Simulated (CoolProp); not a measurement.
Saturation properties of cis-2-butene.

Computed with CoolProp (reference Helmholtz-energy equation of state, Lemmon 2005). It is a short technical equation, of lower accuracy than the large ones.

```csv
T (°C),p (MPa),liquid density (kg/m³),vapour density (kg/m³),enthalpy of vaporisation (kJ/kg),liquid cp (kJ/(kg K))
-23.35,0.03162,669.8,0.8702,439.5,2.073
-18.75,0.03933,664.9,1.066,435.3,2.086
-14.25,0.04827,660.0,1.290,431.2,2.099
-9.65,0.05902,654.9,1.555,426.9,2.113
-5.15,0.07128,650.0,1.855,422.7,2.128
-0.55,0.08582,644.9,2.205,418.3,2.144
3.95,0.1022,639.8,2.595,414.0,2.160
8.45,0.1209,634.7,3.038,409.6,2.177
13.05,0.1427,629.4,3.548,405.0,2.195
17.55,0.1669,624.2,4.109,400.4,2.213
22.15,0.1947,618.8,4.751,395.6,2.233
26.65,0.2253,613.5,5.451,390.8,2.253
31.25,0.2601,607.9,6.247,385.8,2.274
35.75,0.2981,602.4,7.111,380.8,2.296
40.35,0.3410,596.7,8.086,375.6,2.320
```

It boils at 3.7 °C under 1 atm.
